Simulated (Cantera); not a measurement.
Input: 1 mol BCl3, a varied amount of NH3, equilibrated at 2025 K and 0.460 bar.

Method: chemical equilibrium by Gibbs-energy minimisation in Cantera with the NASA 1993 tables (ideal gas, pure condensed phases). Candidate condensed phases: B, BN, NH4Cl; 21 gas species. The tables' values for BCl2, BCl, BH2 are old estimates; treat these amounts as uncertain. Gases not in the tables: BHCl2. Kinetics and transport are ignored.

**Question.** At 2.2 mol NH3, list the 4 most abundant gas species with their mole fractions, and the condensed phases.

**Answer.** HCl 0.522, H2 0.347, N2 0.116, BCl3 0.00775. Condensed: BN(s).
